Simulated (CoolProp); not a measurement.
Vapour-liquid equilibrium of n-butane (1) + benzene (2) at 486 kPa; x and y are mole fractions of (1).

Computed with CoolProp (multi-fluid Helmholtz-energy mixture model, Bücker 2006 and Thol 2012; pair parameters Bell 2016).

```tsv
x	bubble temperature, mixture model (°C)	bubble temperature, Raoult's law (°C)	y, mixture model	y, Raoult's law
0.05	129.3	129.5	0.249	0.268
0.15	108.8	111.0	0.572	0.580
0.25	93.3	97.2	0.742	0.743
0.35	81.9	86.4	0.833	0.836
0.45	73.7	77.8	0.885	0.893
0.55	67.4	70.7	0.918	0.930
0.65	62.5	64.7	0.942	0.956
0.75	58.4	59.5	0.960	0.974
0.85	54.7	55.0	0.976	0.987
0.95	51.1	51.1	0.992	0.996
```

The largest gap from Raoult's law is -4.5 K in bubble temperature, at x = 0.35. No azeotrope shows between x = 0.05 and 0.95.

The pair parameters rest on a limited set of measurements; away from them the model extrapolates.
